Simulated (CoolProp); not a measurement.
R21 at 298.15 K and 0.841 MPa is throttled through a valve to 0.124 MPa with no heat exchange. Each further row changes one setting.

Model: reference Helmholtz-energy equation of state, Platzer 1990, in CoolProp. This equation is an older, rougher fit; its heat capacities, sound speeds and derivatives of the liquid may be far off and weren't checked against measurements.

| case | temperature change (K) | final phase | final density (kg/m³) |
|---|---|---|---|
| as stated | -10.8 | two-phase, vapour fraction 0.049 | 106 |
| outlet pressure 0.0372 MPa | -39.5 | two-phase, vapour fraction 0.161 | 11.2 |
| outlet pressure 0.161 MPa | -3.6 | two-phase, vapour fraction 0.017 | 319 |
